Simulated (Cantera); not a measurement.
A perfectly stirred reactor is fed with 38.5 % NO, 61.5 % N2, at 100000 Pa; it is held at 2123 K, and followed from long to short residence time.

Cantera simulation using GRI-Mech 3.0 (53 species, 325 reactions); the numbers are that mechanism's predictions, not measurements.

One state of this run: x NO = 0.300; x N2O = 4.34e-5; x N2 = 0.657; x O = 0.000364; x O2 = 0.0419; x NO2 = 0.000201. x: mole fraction; the columns are a selection and need not sum to one.

**Question.** Which value of τ (s) does it belong to?
(A) 0.0097
(B) 0.00040
(C) 0.082
(D) 5.8

**Answer.** C, 0.082
